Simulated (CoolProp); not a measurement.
Vapour-liquid equilibrium of hydrogen sulfide (1) + toluene (2) at 64.65 °C; x and y are mole fractions of (1).

Values from CoolProp's multi-fluid Helmholtz-energy mixture model, Lemmon 2006 and Lemmon 2006; pair parameters Bell 2016.

Task: Give the bubble pressure and the first vapour's composition at x = 0.2, 0.65, 0.8. Is there an azeotrope?

Result: x = 0.2: 0.7595 MPa, y = 0.970; x = 0.65: 2.587 MPa, y = 0.993; x = 0.8: 3.429 MPa, y = 0.996. No azeotrope shows between x = 0.05 and 0.95.

The pair parameters rest on a limited set of measurements; away from them the model extrapolates.
